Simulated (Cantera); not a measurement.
## Hydrocarbon pyrolysis for carbon deposition

A perfectly stirred reactor is fed with 1.35 % CH₄, 98.6 % N₂, at 4.50 Torr; it is held at 1975 K, and followed from long to short residence time.

Detailed kinetics in Cantera: GRI-Mech 3.0 (53 species, 325 reactions). GRI-Mech 3.0 stops at C3 and has no aromatics, soot or wall deposition, so with more carbon than oxygen in the feed, carbon stays in small species such as C2H2 where larger ones or solid carbon would form. Radical loss at walls, strong at low pressure, is not modelled.

```json
[
 {"τ (s)": "0.65", "x CH₄": "0.00186", "x C₂H₆": "2.49e-8", "x CH₂": "4.34e-6", "x HCN": "0.000106", "x H": "0.000200", "x C₂H₄": "4.47e-5", "x C₂H": "1.12e-6"},
 {"τ (s)": "0.24", "x CH₄": "0.00360", "x C₂H₆": "6.01e-8", "x CH₂": "5.10e-6", "x HCN": "3.48e-5", "x H": "0.000148", "x C₂H₄": "0.000113", "x C₂H": "8.15e-7"},
 {"τ (s)": "0.090", "x CH₄": "0.00634", "x C₂H₆": "1.10e-7", "x CH₂": "5.21e-6", "x HCN": "9.28e-6", "x H": "9.71e-5", "x C₂H₄": "0.000227", "x C₂H": "5.04e-7"},
 {"τ (s)": "0.034", "x CH₄": "0.00985", "x C₂H₆": "1.20e-7", "x CH₂": "3.97e-6", "x HCN": "1.41e-6", "x H": "4.71e-5", "x C₂H₄": "0.000265", "x C₂H": "2.04e-7"},
 {"τ (s)": "0.012", "x CH₄": "0.0125", "x C₂H₆": "4.36e-8", "x CH₂": "1.52e-6", "x HCN": "6.67e-8", "x H": "1.44e-5", "x C₂H₄": "7.86e-5", "x C₂H": "2.92e-8"},
 {"τ (s)": "0.0046", "x CH₄": "0.0132", "x C₂H₆": "7.51e-9", "x CH₂": "3.85e-7", "x HCN": "3.90e-9", "x H": "7.42e-6", "x C₂H₄": "7.96e-6", "x C₂H": "1.34e-9"},
 {"τ (s)": "0.0017", "x CH₄": "0.0134", "x C₂H₆": "9.25e-10", "x CH₂": "7.64e-8", "x HCN": "2.42e-10", "x H": "5.95e-6", "x C₂H₄": "4.69e-7", "x C₂H": "1.43e-11"},
 {"τ (s)": "0.00064", "x CH₄": "0.0135", "x C₂H₆": "9.49e-11", "x CH₂": "1.20e-8", "x HCN": "1.83e-11", "x H": "4.90e-6", "x C₂H₄": "2.26e-8", "x C₂H": "<1e-12"},
 {"τ (s)": "0.00024", "x CH₄": "0.0135", "x C₂H₆": "7.07e-12", "x CH₂": "1.28e-9", "x HCN": "1.64e-12", "x H": "3.42e-6", "x C₂H₄": "8.71e-10", "x C₂H": "<1e-12"}
]
```
x: mole fraction; the columns are a selection and need not sum to one.
